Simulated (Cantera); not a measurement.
Feed: 1 mol PbO, 0.34 mol H2, 0.22 mol H2O, at 4500 Torr.

Cantera equilibrium calculation (NASA polynomials, part measured and part estimated; ideal gas, pure solids and liquids). Candidate condensed phases: H2O, Pb, PbO, PbO2, Pb3O4; 12 gas species. Each liquid is taken as pure. Mutual solubility and eutectic melting of coexisting phases are not modelled. Gases not in the tables: (PbO)n polymers. The numbers say what is thermodynamically allowed, not how fast it happens.

Question: Which condensed phases are stable at each of these points (T (K)): 1025, 1175, 1325, 1475, 1625, 1775, 1925, 2075?

Answer: 
| T (K) | condensed phases | Pb condensed (%) |
|---|---|---|
| 1025 | Pb(l) + PbO(yellow) | 100.0 |
| 1175 | Pb(l) + PbO(l) | 100.0 |
| 1325 | Pb(l) + PbO(l) | 100.0 |
| 1475 | Pb(l) + PbO(l) | 99.8 |
| 1625 | Pb(l) + PbO(l) | 98.9 |
| 1775 | Pb(l) + PbO(l) | 96.1 |
| 1925 | Pb(l) + PbO(l) | 86.9 |
| 2075 | Pb(l) + PbO(l) | 50.0 |

At 1025 K the condensed part is Pb(l) + PbO(yellow). From 1175 K to 2075 K the condensed part is Pb(l) + PbO(l).
